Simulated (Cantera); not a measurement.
What does this Cantera script print?

```python
import numpy as np
import cantera as ct

gas_names = [...]  # 113 gases of nasa_gas.yaml made of C, H, O, Ta
cond_names = """
    C(gr) C6H6(L) C7H8(L) C8H18(L),n-octa H2O(s) H2O(L) Ta(cr) Ta(L) TaC(s) TaC(L) Ta2O5(s) Ta2O5(L)
""".split()


# ... load() reads the species with a 1 bar reference pressure and builds the phases ...
atoms = {
    'Ta': {'Ta': 1},
    'CO2': {'C': 1, 'O': 2},
    'H2': {'H': 2},
}
top_T = {'C(gr)': 4500}  # K; cautious upper limits of use, not melting points


# ... equilibrate(T, P, feed) seeds the gas with the atoms and calls Mixture.equilibrate('TP', solver="vcs", rtol=1e-11, max_steps=5000) ...
results = []
P = 73  # Pa
for T in [2100, 2125, 2150, 2175, 2200, 2225, 2250, 2275, 2300, 2325, 2350, 2375]:
    for m in [20, 36, 51, 66, 81, 96, 110, 130, 140, 160, 170, 190]:
        feed = {'Ta': 1, 'CO2': 3.2, 'H2': m}  # mol
        mix = equilibrate(T, P, feed)
        results.append((T, P, feed, dict(zip(mix.species_names, mix.species_moles))))

for T, P, feed, n in results:
    print(f"{T:7g} {feed['H2']:10.4g}  " + (" + ".join(c for c in cond_names if n.get(c, 0) > 1e-12) or "gas only"))
```

It prints:

```
   2100         20  Ta2O5(L)
   2100         36  Ta2O5(L)
   2100         51  Ta2O5(L)
   2100         66  Ta2O5(L)
   2100         81  Ta2O5(L)
   2100         96  Ta2O5(L)
   2100        110  Ta2O5(L)
   2100        130  Ta2O5(L)
   2100        140  Ta2O5(L)
   2100        160  Ta2O5(L)
   2100        170  Ta2O5(L)
   2100        190  Ta2O5(L)
   2125         20  Ta2O5(L)
   2125         36  Ta2O5(L)
   2125         51  Ta2O5(L)
   2125         66  Ta2O5(L)
   2125         81  Ta2O5(L)
   2125         96  Ta2O5(L)
   2125        110  Ta2O5(L)
   2125        130  Ta2O5(L)
   2125        140  Ta2O5(L)
   2125        160  gas only
   2125        170  gas only
   2125        190  gas only
   2150         20  Ta2O5(L)
   2150         36  Ta2O5(L)
   2150         51  Ta2O5(L)
   2150         66  Ta2O5(L)
   2150         81  Ta2O5(L)
   2150         96  Ta2O5(L)
   2150        110  Ta2O5(L)
   2150        130  gas only
   2150        140  gas only
   2150        160  gas only
   2150        170  gas only
   2150        190  gas only
   2175         20  Ta2O5(L)
   2175         36  Ta2O5(L)
   2175         51  Ta2O5(L)
   2175         66  Ta2O5(L)
   2175         81  Ta2O5(L)
   2175         96  gas only
   2175        110  gas only
   2175        130  gas only
   2175        140  gas only
   2175        160  gas only
   2175        170  gas only
   2175        190  gas only
   2200         20  Ta2O5(L)
   2200         36  Ta2O5(L)
   2200         51  Ta2O5(L)
   2200         66  Ta2O5(L)
   2200         81  gas only
   2200         96  gas only
   2200        110  gas only
   2200        130  gas only
   2200        140  gas only
   2200        160  gas only
   2200        170  gas only
   2200        190  gas only
   2225         20  Ta2O5(L)
   2225         36  Ta2O5(L)
   2225         51  Ta2O5(L)
   2225         66  gas only
   2225         81  gas only
   2225         96  gas only
   2225        110  gas only
   2225        130  gas only
   2225        140  gas only
   2225        160  gas only
   2225        170  gas only
   2225        190  gas only
   2250         20  Ta2O5(L)
   2250         36  Ta2O5(L)
   2250         51  gas only
   2250         66  gas only
   2250         81  gas only
   2250         96  gas only
   2250        110  gas only
   2250        130  gas only
   2250        140  gas only
   2250        160  gas only
   2250        170  gas only
   2250        190  gas only
   2275         20  Ta2O5(L)
   2275         36  gas only
   2275         51  gas only
   2275         66  gas only
   2275         81  gas only
   2275         96  gas only
   2275        110  gas only
   2275        130  gas only
   2275        140  gas only
   2275        160  gas only
   2275        170  gas only
   2275        190  gas only
   2300         20  Ta2O5(L)
   2300         36  gas only
   2300         51  gas only
   2300         66  gas only
   2300         81  gas only
   2300         96  gas only
   2300        110  gas only
   2300        130  gas only
   2300        140  gas only
   2300        160  gas only
   2300        170  gas only
   2300        190  gas only
   2325         20  gas only
   2325         36  gas only
   2325         51  gas only
   2325         66  gas only
   2325         81  gas only
   2325         96  gas only
   2325        110  gas only
   2325        130  gas only
   2325        140  gas only
   2325        160  gas only
   2325        170  gas only
   2325        190  gas only
   2350         20  gas only
   2350         36  gas only
   2350         51  gas only
   2350         66  gas only
   2350         81  gas only
   2350         96  gas only
   2350        110  gas only
   2350        130  gas only
   2350        140  gas only
   2350        160  gas only
   2350        170  gas only
   2350        190  gas only
   2375         20  gas only
   2375         36  gas only
   2375         51  gas only
   2375         66  gas only
   2375         81  gas only
   2375         96  gas only
   2375        110  gas only
   2375        130  gas only
   2375        140  gas only
   2375        160  gas only
   2375        170  gas only
   2375        190  gas only
```

Method: chemical equilibrium by Gibbs-energy minimisation in Cantera with the NASA 1993 tables (ideal gas, pure condensed phases).
